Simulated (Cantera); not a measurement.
**Low-pressure radical oxidation in H2/O2**

An isothermal, constant-pressure homogeneous reactor starts with 10.7 % H₂, 89.3 % O₂, equivalence ratio 0.060, at 1423 K and 3.15 Torr.

Cantera simulation using GRI-Mech 3.0 (53 species, 325 reactions); the numbers are that mechanism's predictions, not measurements. Radical loss at walls, strong at low pressure, is not modelled. The temperature is held fixed by assumption; the heat of reaction is taken as removed at once.

```
t (s)        x H₂   x O₂      x O    x HO₂     x OH    x H₂O   x H₂O₂
-------  --------  -----  -------  -------  -------  -------  -------
0.00100     0.107  0.893  5.23e-5  9.47e-7  4.32e-5  9.13e-5  6.02e-9
0.00207    0.0496  0.852   0.0252  9.15e-7   0.0147   0.0419  4.58e-8
0.00429   0.00342  0.811   0.0656  1.07e-6   0.0118   0.0873  3.36e-8
0.00888   0.00335  0.812   0.0651  1.06e-6   0.0117   0.0877  3.33e-8
0.0184    0.00329  0.813   0.0636  1.06e-6   0.0116   0.0883  3.34e-8
0.0381    0.00316  0.817   0.0606  1.06e-6   0.0115   0.0895  3.34e-8
0.0788    0.00292  0.823   0.0550  1.05e-6   0.0110   0.0917  3.34e-8
0.163     0.00246  0.835   0.0451  1.03e-6   0.0102   0.0956  3.29e-8
0.338     0.00173  0.851   0.0306  9.48e-7  0.00865    0.101  3.08e-8
0.700    0.000900  0.868   0.0154  7.55e-7  0.00630    0.107  2.52e-8
1.45     0.000329  0.880  0.00552  4.60e-7  0.00383    0.110  1.67e-8
3.00      9.56e-5  0.884  0.00159  2.10e-7  0.00207    0.112  9.15e-9
```
x: mole fraction; the columns are a selection and need not sum to one.

Equilibrium at this temperature and pressure: H₂ 1.19e-6, O₂ 0.887, O 1.97e-5, HO₂ 8.67e-8, OH 0.000232, H₂O 0.113, H₂O₂ 8.97e-10 (gas phase only).
